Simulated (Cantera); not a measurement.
## Hydrocarbon pyrolysis for carbon deposition

An isothermal, constant-pressure homogeneous reactor starts with C₂H₆ : N₂ = 1 : 9.6 (molar parts), at 2000 K and 0.691 atm.

Cantera simulation using GRI-Mech 3.0 (53 species, 325 reactions); the numbers are that mechanism's predictions, not measurements. GRI-Mech 3.0 stops at C3 and has no aromatics, soot or wall deposition, so with more carbon than oxygen in the feed, carbon stays in small species such as C2H2 where larger ones or solid carbon would form.

| t (s) | x C₂H₆ | x H₂ | x H | x HCN | x C₂H |
|---|---|---|---|---|---|
| 4.00e-5 | 0.000101 | 0.115 | 0.000954 | 2.45e-5 | 9.37e-6 |
| 0.000143 | 2.55e-5 | 0.127 | 0.000583 | 2.63e-5 | 5.87e-6 |
| 0.000514 | 1.10e-5 | 0.137 | 0.000593 | 2.89e-5 | 5.83e-6 |
| 0.00184 | 2.40e-6 | 0.149 | 0.000679 | 3.53e-5 | 6.49e-6 |
| 0.00659 | 2.40e-7 | 0.155 | 0.000748 | 4.58e-5 | 7.04e-6 |
| 0.0236 | 2.00e-8 | 0.157 | 0.000773 | 5.85e-5 | 7.25e-6 |
| 0.0847 | 3.90e-9 | 0.158 | 0.000778 | 7.50e-5 | 7.28e-6 |
| 0.303 | 3.14e-9 | 0.158 | 0.000778 | 0.000116 | 7.28e-6 |
| 1.09 | 3.13e-9 | 0.158 | 0.000778 | 0.000268 | 7.27e-6 |
| 3.89 | 3.13e-9 | 0.158 | 0.000778 | 0.000795 | 7.25e-6 |
| 14.0 | 3.12e-9 | 0.158 | 0.000778 | 0.00245 | 7.17e-6 |
| 50.0 | 3.06e-9 | 0.158 | 0.000778 | 0.00688 | 6.97e-6 |
x: mole fraction; the columns are a selection and need not sum to one.

Equilibrium at this temperature and pressure: C₂H₆ 1.22e-9, H₂ 0.158, H 0.000779, HCN 0.0995, C₂H 2.71e-6 (gas phase only).
